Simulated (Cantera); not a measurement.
A closed system holds: 1 mol HCl, 0.49 mol O₂, 0.84 mol H₂, equilibrated at 2475 K and 2.30 mbar.

Equilibrium computed with Cantera from the NASA thermochemical tables; the gas is ideal and each condensed phase is pure. Candidate condensed phases: H₂O; 14 gas species. Kinetics and transport are ignored.

Base state: H₂O 0.199, HCl 0.194, Cl 0.191, H 0.158, H₂ 0.114, OH 0.0555, O 0.0510, O₂ 0.0365 (mole fractions); condensed: gas only.

What changes in the equilibrium state with this change: O₂ from 0.49 to 4.4 mol?


```json
[
 {"species": "O₂", "before": "0.0365", "after": "0.448"},
 {"species": "O", "before": "0.0510", "after": "0.179"},
 {"species": "Cl", "before": "0.191", "after": "0.103"},
 {"species": "HCl", "before": "0.194", "after": "0.0377"},
 {"species": "H₂", "before": "0.114", "after": "0.0149"},
 {"species": "H", "before": "0.158", "after": "0.0572"},
 {"species": "H₂O", "before": "0.199", "after": "0.0907"},
 {"species": "OH", "before": "0.0555", "after": "0.0702"},
 {"species": "ClO", "before": "1.97e-5", "after": "3.71e-5"}
]
```

What changes in the equilibrium state with this change: temperature from 2475 K to 2750 K?


```
species   before    after
-------  -------  -------
H          0.158    0.403
Cl         0.191    0.213
O         0.0510    0.143
H₂O        0.199   0.0329
HCl        0.194   0.0608
O₂        0.0365   0.0238
H₂         0.114   0.0796
OH        0.0555   0.0447
ClO      1.97e-5  1.56e-5
```

What changes in the equilibrium state with this change: temperature from 2475 K to 1250 K?


```tsv
species	before	after
HCl	0.194	0.519
H₂O	0.199	0.442
O₂	0.0365	0.0355
Cl	0.191	0.00344
H	0.158	1.31e-8
O	0.0510	2.72e-7
H₂	0.114	1.69e-6
OH	0.0555	3.54e-5
Cl₂	8.14e-6	0.000448
ClO	1.97e-5	1.12e-6
```
